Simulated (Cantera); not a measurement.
Input: 1 mol SiCl4, 17 mol NH3, 54 mol H2, equilibrated at 1725 °C and 10.0 mbar.

Cantera equilibrium calculation (NASA polynomials, part measured and part estimated; ideal gas, pure solids and liquids). Candidate condensed phases: NH4Cl, Si, Si3N4; 28 gas species. The tables' values for SiCl, SiN are old estimates; treat these amounts as uncertain. Gases not in the tables: Si2H6 and higher silanes. Kinetics and transport are ignored.

Q: What is the equilibrium state?

A: 
```json
{
 "x(H2)": "0.847",
 "x(N2)": "0.0932",
 "x(HCl)": "0.0357",
 "x(H)": "0.0148",
 "x(Si)": "0.00425",
 "x(SiCl2)": "0.00361",
 "x(SiCl)": "0.000495",
 "x(Cl)": "0.000464",
 "x(SiH)": "0.000267",
 "n(Si(l))": "0.184 mol",
 "gas_amount": "91.12 mol"
}
```
